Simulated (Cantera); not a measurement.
Feed: 1 mol SiHCl3, 0.0093 mol C3H8, 3.1 mol H2, held at 2100 K and 200 Pa.

These are equilibrium values from Cantera (NASA tables, ideal gas, pure condensed phases), not measurements of a reactor. Candidate condensed phases: C, C6H6, C7H8, C8H18, Si, SiC; 109 gas species. The tables' values for SiCl, SiCl3 are old estimates; treat these amounts as uncertain. Gases not in the tables: Si2H6 and higher silanes. The numbers say what is thermodynamically allowed, not how fast it happens.

Base state: H2 0.506, HCl 0.251, SiCl2 0.131, H 0.0495, Si 0.0325, Cl 0.0181, SiCl 0.00967, Si2C 0.00133 (mole fractions); condensed: SiC(s).

**Question.** What changes in the equilibrium state with this change: SiHCl3 replaced by Si(CH3)4?

**Answer.** 
| species | before | after |
|---|---|---|
| H2 | 0.506 | 0.926 |
| H | 0.0495 | 0.0670 |
| Si | 0.0325 | 0.00520 |
| HCl | 0.251 | 0 |
| SiCl2 | 0.131 | 0 |
| Cl | 0.0181 | 0 |
| SiCl | 0.00967 | 0 |
| SiCl3 | 0.000340 | 0 |
| Si3 | 2.06e-5 | 8.42e-8 |
| C2H2 (acetylene) | 1.87e-5 | 0.00134 |
| Si2 | 0.000207 | 5.28e-6 |
| SiC(s), mol | 0.0197 | 0.942 |
| C(graphite), mol | 0 | 3.05 |
